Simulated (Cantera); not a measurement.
Mixture: 4.08 % CH₄, 0.151 % CO, 19.1 % O₂, 72.6 % N₂, 4.08 % H₂O, equivalence ratio 0.43, at 10.0 bar, adiabatic and at constant volume. Ignition delay is the time to a rise of 400 K.

Computed with Cantera and GRI-Mech 3.0 (53 species, 325 reactions).

Q: Predict: delay at 1150 K; delay at 1250 K; delay at 1350 K; delay at 1450 K; delay at 1550 K; apparent activation energy between 1450 and 1550 K.

A: 
```
Property                                                 Value
--------------------------------------------------  ----------
delay at 1150 K                                        6.71 ms
delay at 1250 K                                        1.88 ms
delay at 1350 K                                       0.616 ms
delay at 1450 K                                       0.226 ms
delay at 1550 K                                        91.3 µs
apparent activation energy between 1450 and 1550 K  170 kJ/mol
```
